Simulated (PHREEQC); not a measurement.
Dissolve 0.022 mol HF, 0.00035 mol (CH3)4NF and 0.0015 mol HCl per kg of water at 10 °C. Closed to the air; pH follows from the charge balance.

Computed with PHREEQC (ion-association model, wateq4f.dat).

pH: 2.35
ionic strength: 0.00510 mol/kgw
total alkalinity: -23.5 meq/kg

| species | molality | activity | log γ |
|---|---|---|---|
| HF | 0.0162 | 0.0163 | 0.001 |
| H+ | 0.00475 | 0.00444 | -0.029 |
| F- | 0.00342 | 0.00317 | -0.033 |
| Cl- | 0.00150 | 0.00139 | -0.033 |
| H2F2 | 0.00116 | 0.00116 | 0.001 |
| (CH3)4N+ | 0.000350 | 0.000325 | -0.033 |
| HF2- | 0.000184 | 0.000171 | -0.033 |

No solid was allowed to form. (CH3)4N+ isn't in the database: it is added as a free cation with an ion size of 4 Å. wateq4f.dat counts part of the HF as a dimer, H2F2, which phreeqc.dat doesn't know; its constant is uncertain. Away from 25 °C the constants follow the database's enthalpies or fits; those with neither stay at their 25 °C values.
